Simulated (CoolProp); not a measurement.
R125 at 349.27 K and 2.31 MPa flows at 0.98 m/s in a round tube of 2 mm bore and 45 µm roughness, fully developed (64/Re and Nu = 3.66 if laminar; Colebrook and Gnielinski if turbulent). Each further row changes one setting.

Model: reference Helmholtz-energy equation of state, Lemmon 2005, in CoolProp.

| case | Reynolds number | Darcy friction factor | pressure drop (Pa/m) | heat-transfer coefficient (W/(m² K)) | mass flow (kg/h) |
|---|---|---|---|---|---|
| as stated | 14800 | 0.0533 | 1590 | 886 | 1.38 |
| velocity 1.96 m/s | 29600 | 0.0521 | 6230 | 1800 | 2.76 |
| diameter 4 mm | 29600 | 0.0413 | 617 | 705 | 5.52 |

Viscosity comes from a separate model (Huber 2006). Thermal conductivity comes from a separate model (Perkins 2006).
